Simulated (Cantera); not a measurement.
Input (Python, Cantera) and output of one run.

```python
import numpy as np
import cantera as ct

gas_names = [...]  # 77 gases of nasa_gas.yaml made of C, H, Ti
cond_names = """
    C(gr) C6H6(L) C7H8(L) C8H18(L),n-octa Ti(a) Ti(b) Ti(L) TiC(s) TiC(L)
""".split()


# ... load() reads the species with a 1 bar reference pressure and builds the phases ...
atoms = {
    'Ti': {'Ti': 1},
    'C3H8': {'C': 3, 'H': 8},
    'H2': {'H': 2},
}
top_T = {'C(gr)': 4500}  # K; cautious upper limits of use, not melting points


# ... equilibrate(T, P, feed) seeds the gas with the atoms and calls Mixture.equilibrate('TP', solver="vcs", rtol=1e-11, max_steps=5000) ...
results = []
feed = {'Ti': 1, 'C3H8': 0.064, 'H2': 15}  # mol
P = 2000  # Pa
for T in [1000, 1100, 1200, 1300, 1400, 1500, 1600, 1700]:
    mix = equilibrate(T, P, feed)
    results.append((T, P, feed, dict(zip(mix.species_names, mix.species_moles))))

top = {s: max(r[3][s] / sum(r[3][g] for g in gas_names) for r in results) for s in gas_names}
cols = sorted((s for s in top if top[s] > 0.001), key=lambda s: -top[s])[:8]
seen = [c for c in cond_names if any(r[3].get(c, 0) > 1e-12 for r in results)]
print("log10 of partial pressures in bar; condensed amounts in mol")
print(f"{'T/K':>10s}" + "".join(f"{s[:9]:>10s}" for s in cols + seen))
for T, P, feed, n in results:
    ng = sum(n[g] for g in gas_names)
    print(f"{T:10.4g}" + "".join(f"{np.log10(max(n[s] / ng * P / 1e5, 1e-99)):10.3f}" for s in cols)
          + "".join(f"{n.get(c, 0):10.4g}" for c in seen))
```

Output:

```
log10 of partial pressures in bar; condensed amounts in mol
       T/K        H2         H     Ti(a)     Ti(b)    TiC(s)
      1000    -1.699    -9.494     0.808         0     0.192
      1100    -1.699    -8.437     0.808         0     0.192
      1200    -1.699    -7.554         0     0.808     0.192
      1300    -1.699    -6.806         0     0.808     0.192
      1400    -1.699    -6.162         0     0.808     0.192
      1500    -1.699    -5.604         0     0.808     0.192
      1600    -1.699    -5.114         0     0.808     0.192
      1700    -1.699    -4.681         0    0.8079     0.192
```

Method: chemical equilibrium by Gibbs-energy minimisation in Cantera with the NASA 1993 tables (ideal gas, pure condensed phases). Mutual solubility and eutectic melting of coexisting phases are not modelled. TiC: taken at fixed stoichiometry. Condensed phases not in the tables: N, O or C dissolved in the metal.
